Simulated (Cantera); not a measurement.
Input (Python, Cantera) and output of one run.

```python
import numpy as np
import cantera as ct

gas_names = """
    C CO CO2 C2 C2O C3 C3O2 C4 C5 Ca CaO Ca2 O O2 O3
""".split()
cond_names = """
    C(gr) Ca(a) Ca(b) Ca(L) CaCO3(caL) CaO(s) CaO(L)
""".split()


def load(file, names, dense=False):
    # The tables refer to 1 bar. Condensed volumes are neglected.
    table = {s.name: s for s in ct.Species.list_from_file(file)}
    out = []
    for n in names:
        d = dict(table[n].input_data)
        d["thermo"] = dict(d["thermo"], **{"reference-pressure": 1e5})
        if dense:
            d["equation-of-state"] = {"model": "constant-volume", "density": "1e6 g/cm^3"}
        out.append(ct.Species.from_dict(d))
    return out


gas = ct.Solution(thermo="ideal-gas", species=load("nasa_gas.yaml", gas_names))
cond = {s.name: ct.Solution(thermo="fixed-stoichiometry", species=[s], name=s.name)
        for s in load("nasa_condensed.yaml", cond_names, dense=True)}
atoms = {
    'CaCO3': {'Ca': 1, 'C': 1, 'O': 3},
    'CO2': {'C': 1, 'O': 2},
    'O2': {'O': 2},
    'C': {'C': 1},
}
top_T = {'C(gr)': 4500}  # K; cautious upper limits of use, not melting points


def equilibrate(T, P, feed):
    n = {}
    for name, mol in feed.items():
        for a, k in atoms[name].items():
            n[a] = n.get(a, 0.0) + k * mol
    gas.TPX = T, P, n
    mass = sum(n.values()) * gas.mean_molecular_weight
    gas.equilibrate("TP")
    valid = [c for c in cond.values() if c.min_temp <= T <= top_T.get(c.name, c.max_temp)]
    mix = ct.Mixture([(gas, mass / gas.mean_molecular_weight)] + [(c, 0.0) for c in valid])
    mix.T, mix.P = T, P
    mix.equilibrate("TP", solver="vcs", rtol=1e-11, max_steps=5000)
    return mix


results = []
feed = {'CaCO3': 1, 'CO2': 0.51, 'O2': 0.02, 'C': 1.1}  # mol
P = 1000  # Pa
for T in [748, 798, 848, 898, 948, 998, 1048, 1098, 1148, 1198, 1248]:
    mix = equilibrate(T, P, feed)
    results.append((T, P, feed, dict(zip(mix.species_names, mix.species_moles))))
    x = sorted(zip(gas.X, gas.species_names), reverse=True)
    print(f"T = {T:g} K  P = {P:g} Pa  gas = {mix.phase_moles(0):.4g} mol")
    print("   x: " + "  ".join(f"{s} {v:.3e}" for v, s in x if v > 0.001))
    print("   condensed (mol): " + ("  ".join(f"{mix.phase(i).name} {mix.phase_moles(i):.4g}"
          for i in range(1, mix.n_phases) if mix.phase_moles(i) > 1e-12) or "none"))
```

Output:

```
T = 748 K  P = 1000 Pa  gas = 0.6361 mol
   x: CO2 6.665e-01  CO 3.335e-01
   condensed (mol): C(gr) 0.9739  CaCO3(caL) 1
T = 798 K  P = 1000 Pa  gas = 0.7621 mol
   x: CO 6.091e-01  CO2 3.909e-01
   condensed (mol): C(gr) 0.8479  CaCO3(caL) 1
T = 848 K  P = 1000 Pa  gas = 0.9132 mol
   x: CO 8.393e-01  CO2 1.607e-01
   condensed (mol): C(gr) 0.6968  CaCO3(caL) 1
T = 898 K  P = 1000 Pa  gas = 2.61 mol
   x: CO 8.276e-01  CO2 1.724e-01
   condensed (mol): CaO(s) 1
T = 948 K  P = 1000 Pa  gas = 2.61 mol
   x: CO 8.276e-01  CO2 1.724e-01
   condensed (mol): CaO(s) 1
T = 998 K  P = 1000 Pa  gas = 2.61 mol
   x: CO 8.276e-01  CO2 1.724e-01
   condensed (mol): CaO(s) 1
T = 1048 K  P = 1000 Pa  gas = 2.61 mol
   x: CO 8.276e-01  CO2 1.724e-01
   condensed (mol): CaO(s) 1
T = 1098 K  P = 1000 Pa  gas = 2.61 mol
   x: CO 8.276e-01  CO2 1.724e-01
   condensed (mol): CaO(s) 1
T = 1148 K  P = 1000 Pa  gas = 2.61 mol
   x: CO 8.276e-01  CO2 1.724e-01
   condensed (mol): CaO(s) 1
T = 1198 K  P = 1000 Pa  gas = 2.61 mol
   x: CO 8.276e-01  CO2 1.724e-01
   condensed (mol): CaO(s) 1
T = 1248 K  P = 1000 Pa  gas = 2.61 mol
   x: CO 8.276e-01  CO2 1.724e-01
   condensed (mol): CaO(s) 1
```

Equilibrium computed with Cantera from the NASA thermochemical tables; the gas is ideal and each condensed phase is pure.
